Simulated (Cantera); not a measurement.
An isothermal, constant-pressure homogeneous reactor starts with H2 : O2 : N2 = 0.92 : 1 : 3.8 (molar parts), equivalence ratio 0.46, at 775 K and 0.132 atm. Integrator tolerance rtol = 1e-08.

Cantera simulation using GRI-Mech 3.0 (53 species, 325 reactions); the numbers are that mechanism's predictions, not measurements. Radical loss at walls, strong at low pressure, is not modelled. Below about 950 K walls govern HO2 and H2O2 in real vessels. The temperature is held fixed by assumption; the heat of reaction is taken as removed at once.

**Question.** What does this change do: temperature 775 to 1075 K?

**Answer.** 
```csv
quantity,before,after
x(H2) at 30.0 s,0.161 (gas-phase equilibrium <1e-12),1.29e-9 (gas-phase equilibrium 1.05e-9)
x(O2) at 30.0 s,0.175 (gas-phase equilibrium 0.103),0.103 (gas-phase equilibrium 0.103)
x(NO) at 30.0 s,<1e-12 (gas-phase equilibrium 8.66e-7),2.91e-6 (gas-phase equilibrium 4.54e-5)
x(H2O) at 30.0 s,0.000110 (gas-phase equilibrium 0.175),0.175 (gas-phase equilibrium 0.175)
x(O) at 30.0 s,2.72e-10 (gas-phase equilibrium <1e-12),1.52e-9 (gas-phase equilibrium 1.16e-9)
x(NO2) at 30.0 s,<1e-12 (gas-phase equilibrium 9.01e-8),1.94e-8 (gas-phase equilibrium 3.82e-7)
```
